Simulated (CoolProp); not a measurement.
Vapour-liquid equilibrium of R143a (1) + isobutene (2) at 21.15 °C; x and y are mole fractions of (1).

Computed with CoolProp (multi-fluid Helmholtz-energy mixture model, Lemmon and Jacobsen 2000 and Lemmon 2005; pair parameters Bell 2016).

### Question
Give the bubble pressure and the first vapour's composition at x = 0.15, 0.55, 0.85. Is there an azeotrope?

### Answer
x = 0.15: 0.5232 MPa, y = 0.515; x = 0.55: 0.8680 MPa, y = 0.783; x = 0.85: 1.051 MPa, y = 0.915. No azeotrope shows between x = 0.05 and 0.95.

Pair parameters are fitted to limited data, so mixtures are less certain than the pure fluids.
